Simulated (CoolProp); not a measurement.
The fluid at 990.77 K and 9.14 MPa is compressed adiabatically to 28.5 MPa with isentropic efficiency 1. The same conditions are run with several fluids, on thermodynamics alone (safety and materials aside).

Values from CoolProp's reference Helmholtz-energy equation of state of each fluid (nitrogen: Span 2000; oxygen: Schmidt 1985; dry air: Lemmon 2000; carbon dioxide: Span 1996). Blends and air are pseudo-pure fits.

| fluid | work (kJ/kg) | final temperature (K) | final density (kg/m³) |
|---|---|---|---|
| nitrogen | 408 | 1315.0 | (withheld) |
| oxygen | (withheld) | 1296.0 | (withheld) |
| dry air | 392 | (withheld) | 70.4 |
| carbon dioxide | (withheld) | 1182.6 | 119 |

Task: Some entries are withheld; supply them.

Result: 
- nitrogen, final density (kg/m³): 67.6
- oxygen, work (kJ/kg): 350
- oxygen, final density (kg/m³): 79.5
- dry air, final temperature (K): 1311.8
- carbon dioxide, work (kJ/kg): 242

Above 300 K oxygen's equation is extrapolated.
